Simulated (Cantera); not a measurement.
Input: 1 mol n-butane, 1.3 mol CO2, 8.7 mol N2.

These are equilibrium values from Cantera (NASA tables, ideal gas, pure condensed phases), not measurements of a reactor. Candidate condensed phases: C, C6H6, C7H8, C8H18, H2O; 136 gas species. The ideal-gas law is rough above about 30 bar. Kinetics and transport are ignored.

Stable condensed phases, one row left out:

```
T in K \ P in Pa
               10       72      520     3700    27000   190000  1400000 10000000
   2900         A        A        B        B        B        B        B        B
   2700         A        B        B        B        B        B        B        B
   2600         B        B        B        B        B        B        B        B
   2500         B        B        B        B        B        B        B        B
   2400         B        B        B        B        B        B        B        B
   2300         B        B        B        B        B        B        B        B
   2200         B        B        B        B        B        B        B        B
   2100         B        B        B        B        B        B        B        B
   2000         B        B        B        B        B        B        B        B
   1900         B        B        B        B        B        B        B        B
   1800         B        B        B        B        B        B        B        B
   1700         B        B        B        B        B        B        B        B
   1600         B        B        B        B        B        B        B        B
```

A: gas only; B: C.

Give the row for 2800 K.

10: gas only; 72: gas only; 520: C; 3700: C; 27000: C; 190000: C; 1400000: C; 10000000: C.
